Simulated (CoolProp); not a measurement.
Properties of propylene glycol along the isotherm 265.05 °C (Tc = 400.8 °C, pc = 7.292 MPa, ω = 0.327).

Values from CoolProp's reference Helmholtz-energy equation of state, Eisenbach 2021.

| p (MPa) | phase | Joule-Thomson coefficient (K/MPa) | fugacity coefficient |
|---|---|---|---|
| 1.22 | liquid | -0.03395 | 0.5539 |
| 2.43 | liquid | ? | 0.2853 |
| 3.65 | liquid | -0.04511 | 0.1949 |
| 4.86 | liquid | ? | 0.1501 |
| 6.08 | liquid | ? | 0.1231 |
| 7.29 | liquid | -0.05956 | 0.1053 |
| 8.51 | liquid | ? | 0.09250 |
| 9.72 | liquid | -0.06800 | 0.08305 |
| 10.9 | liquid | -0.07179 | 0.07589 |

Q: Fill in the missing entries.

A: 
- 2.43, Joule-Thomson coefficient (K/MPa): -0.03968
- 4.86, Joule-Thomson coefficient (K/MPa): -0.05019
- 6.08, Joule-Thomson coefficient (K/MPa): -0.05502
- 8.51, Joule-Thomson coefficient (K/MPa): -0.06390
